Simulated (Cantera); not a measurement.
## Moist CO burnout

An isothermal, constant-pressure homogeneous reactor starts with 0.262 % CO, 5.98 % O₂, 0.271 % H₂O, 93.5 % N₂, at 1325 K and 2.50 bar.

Model: GRI-Mech 3.0 (53 species, 325 reactions), integrated in Cantera.

| t (s) | x CO | x O₂ | x H₂O | x NO | x H₂ |
|---|---|---|---|---|---|
| 0.000200 | 0.00262 | 0.0598 | 0.00271 | <1e-12 | 5.97e-11 |
| 0.000406 | 0.00262 | 0.0598 | 0.00271 | <1e-12 | 5.36e-10 |
| 0.000825 | 0.00262 | 0.0598 | 0.00271 | <1e-12 | 9.47e-9 |
| 0.00168 | 0.00248 | 0.0597 | 0.00270 | 1.82e-10 | 1.14e-6 |
| 0.00340 | 0.00150 | 0.0593 | 0.00269 | 1.30e-8 | 3.05e-6 |
| 0.00691 | 0.000647 | 0.0589 | 0.00270 | 4.57e-8 | 1.26e-6 |
| 0.0140 | 0.000211 | 0.0587 | 0.00270 | 8.23e-8 | 3.86e-7 |
| 0.0285 | 5.38e-5 | 0.0586 | 0.00271 | 1.09e-7 | 9.91e-8 |
| 0.0579 | 1.13e-5 | 0.0586 | 0.00271 | 1.25e-7 | 2.40e-8 |
| 0.118 | 2.00e-6 | 0.0586 | 0.00271 | 1.34e-7 | 6.21e-9 |
| 0.239 | 2.57e-7 | 0.0586 | 0.00271 | 1.38e-7 | 2.10e-9 |
| 0.485 | 1.61e-8 | 0.0586 | 0.00271 | 1.39e-7 | 1.15e-9 |
| 0.985 | 1.86e-9 | 0.0586 | 0.00271 | 1.40e-7 | 9.69e-10 |
| 2.00 | 1.72e-9 | 0.0586 | 0.00271 | 1.40e-7 | 9.58e-10 |
x: mole fraction; the columns are a selection and need not sum to one.

Equilibrium at this temperature and pressure: CO 1.72e-9, O₂ 0.0585, H₂O 0.00271, NO 0.000268, H₂ 9.59e-10 (gas phase only).
